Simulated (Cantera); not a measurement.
Stirred combustor or abatement burner

A perfectly stirred reactor is fed with CH₃OH : O₂ : N₂ = 1 : 1 : 3.76 (molar parts), equivalence ratio 1.5, at 0.987 atm; it is adiabatic with a 473 K inlet, and is followed from long to short residence time, starting on the burning branch (τ in s: 0.036, 0.017, 0.0078, 0.0037, 0.0017, 0.0008, 0.00038, 0.00018, 8.3e-05, 3.9e-05).

Model: GRI-Mech 3.0 (53 species, 325 reactions), integrated in Cantera. GRI-Mech 3.0 was tuned for natural gas; its chemistry of methanol as a main component is partial and can be far from experiment.

| τ (s) | T (K) | x CH₃OH | x O₂ | x CH₂CO | x H₂O | x CH₂O |
|---|---|---|---|---|---|---|
| 0.036 | 2051 | 2.68e-6 | 0.000182 | 7.19e-9 | 0.229 | 2.51e-6 |
| 0.017 | 2038 | 4.32e-6 | 0.000307 | 1.06e-8 | 0.228 | 3.96e-6 |
| 0.0078 | 2021 | 7.25e-6 | 0.000519 | 1.65e-8 | 0.227 | 6.51e-6 |
| 0.0037 | 2001 | 1.23e-5 | 0.000833 | 2.68e-8 | 0.225 | 1.08e-5 |
| 0.0017 | 1978 | 2.24e-5 | 0.00133 | 4.88e-8 | 0.223 | 1.91e-5 |
| 0.00080 | 1955 | 4.23e-5 | 0.00208 | 1.00e-7 | 0.221 | 3.51e-5 |
| 0.00038 | 1929 | 8.47e-5 | 0.00335 | 2.46e-7 | 0.220 | 6.87e-5 |
| 0.00018 | 1895 | 0.000188 | 0.00597 | 7.66e-7 | 0.219 | 0.000149 |
| 8.3e-5 | 1808 | 0.000616 | 0.0147 | 4.16e-6 | 0.215 | 0.000477 |
| 3.9e-5 | 473 | 0.174 | 0.174 | <1e-12 | <1e-12 | <1e-12 |
x: mole fraction; the columns are a selection and need not sum to one.
